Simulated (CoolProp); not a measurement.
Saturation properties of octamethylcyclotetrasiloxane (D4).

Values from CoolProp's reference Helmholtz-energy equation of state, Thol 2015.

| T (°C) | p (MPa) | vapour density (kg/m³) | enthalpy of vaporisation (kJ/kg) |
|---|---|---|---|
| 149.75 | (withheld) | 4.392 | 140.8 |
| 153.25 | (withheld) | 4.845 | 139.5 |
| 156.75 | 0.06087 | 5.334 | 138.2 |
| 160.25 | 0.06715 | 5.861 | (withheld) |
| 163.75 | 0.07394 | (withheld) | 135.6 |
| 167.25 | 0.08124 | 7.042 | 134.2 |
| 170.75 | 0.08910 | 7.700 | 132.8 |
| 174.25 | 0.09755 | 8.407 | 131.5 |
| 177.75 | 0.1066 | 9.166 | 130.1 |

Question: Fill in the missing entries.

Answer: 
- 149.75, p (MPa): 0.04970
- 153.25, p (MPa): 0.05506
- 160.25, enthalpy of vaporisation (kJ/kg): 136.9
- 163.75, vapour density (kg/m³): 6.430

It boils at 175.7 °C under 1 atm.
